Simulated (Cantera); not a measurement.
An isothermal, constant-pressure homogeneous reactor starts with 35.7 % H₂, 23.8 % O₂, 40.5 % N₂, at 1148 K and 100.0 Torr.

Model: the H2/O2 subset of GRI-Mech 3.0, which has no nitrogen chemistry, integrated in Cantera. The temperature is held fixed by assumption; the heat of reaction is taken as removed at once.

x: mole fraction; the columns are a selection and need not sum to one.

```json
[
 {"t (s)": "4.00e-5", "x H₂": "0.357", "x O₂": "0.238", "x H₂O₂": "4.19e-11", "x OH": "2.86e-9", "x O": "5.85e-9", "x H₂O": "3.47e-8"},
 {"t (s)": "0.000109", "x H₂": "0.357", "x O₂": "0.238", "x H₂O₂": "6.18e-10", "x OH": "2.46e-7", "x O": "5.07e-7", "x H₂O": "3.89e-6"},
 {"t (s)": "0.000299", "x H₂": "0.148", "x O₂": "0.152", "x H₂O₂": "1.68e-6", "x OH": "0.00693", "x O": "0.0171", "x H₂O": "0.154"},
 {"t (s)": "0.000818", "x H₂": "0.0171", "x O₂": "0.0805", "x H₂O₂": "3.64e-6", "x OH": "0.00383", "x O": "0.00500", "x H₂O": "0.394"},
 {"t (s)": "0.00224", "x H₂": "0.00224", "x O₂": "0.0731", "x H₂O₂": "3.23e-6", "x OH": "0.00107", "x O": "0.000476", "x H₂O": "0.431"},
 {"t (s)": "0.00612", "x H₂": "0.000254", "x O₂": "0.0725", "x H₂O₂": "1.16e-6", "x OH": "0.000325", "x O": "4.67e-5", "x H₂O": "0.434"},
 {"t (s)": "0.0167", "x H₂": "(withheld)", "x O₂": "0.0724", "x H₂O₂": "(withheld)", "x OH": "(withheld)", "x O": "(withheld)", "x H₂O": "0.435"},
 {"t (s)": "0.0458", "x H₂": "4.86e-6", "x O₂": "0.0724", "x H₂O₂": "9.54e-8", "x OH": "5.72e-5", "x O": "1.33e-6", "x H₂O": "0.435"},
 {"t (s)": "0.125", "x H₂": "1.07e-6", "x O₂": "0.0725", "x H₂O₂": "3.01e-8", "x OH": "2.94e-5", "x O": "3.51e-7", "x H₂O": "0.435"},
 {"t (s)": "0.342", "x H₂": "3.04e-7", "x O₂": "0.0725", "x H₂O₂": "1.03e-8", "x OH": "1.64e-5", "x O": "1.09e-7", "x H₂O": "0.435"},
 {"t (s)": "0.936", "x H₂": "1.00e-7", "x O₂": "0.0725", "x H₂O₂": "3.73e-9", "x OH": "9.60e-6", "x O": "3.75e-8", "x H₂O": "0.435"},
 {"t (s)": "2.56", "x H₂": "(withheld)", "x O₂": "0.0725", "x H₂O₂": "(withheld)", "x OH": "(withheld)", "x O": "(withheld)", "x H₂O": "0.435"},
 {"t (s)": "7.00", "x H₂": "2.10e-8", "x O₂": "0.0725", "x H₂O₂": "7.52e-10", "x OH": "4.17e-6", "x O": "7.11e-9", "x H₂O": "0.435"}
]
```

Question: What belongs in the gaps?

Answer: 
- 0.0167, x H₂: 3.14e-5
- 0.0167, x H₂O₂: 3.31e-7
- 0.0167, x OH: 0.000126
- 0.0167, x O: 6.58e-6
- 2.56, x H₂: 3.85e-8
- 2.56, x H₂O₂: 1.47e-9
- 2.56, x OH: 5.90e-6
- 2.56, x O: 1.42e-8
